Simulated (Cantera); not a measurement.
Source: NASA polynomial tables (part measured, part estimated), evaluated in Cantera. Values are per mole of reaction as written; species without (g) are pure solids or liquids, kept so even where they would boil at 1 bar.

V2O4 + H2(g) ⇌ H2O(g) + V2O3, with ΔH° = -33.4 kJ and ΔS° = 52.8 J/K at 300 K.

**Question.** How far is the shortcut ΔG° ≈ ΔH°(300 K) − T·ΔS°(300 K) from the full temperature-dependent value at 575, 625, 675, 725, 775 K?

**Answer.** 
| T (K) | shortcut (kJ) | full (kJ) | difference (kJ) | difference in log10 K |
|---|---|---|---|---|
| 575 | -63.8 | -56.5 | -7.3 | 0.66 |
| 625 | -66.4 | -57.4 | -9.0 | 0.75 |
| 675 | -69.0 | -58.2 | -10.8 | 0.84 |
| 725 | -71.7 | -59.0 | -12.7 | 0.91 |
| 775 | -74.3 | -59.8 | -14.6 | 0.98 |
The shortcut ignores the heat-capacity change of the reaction.
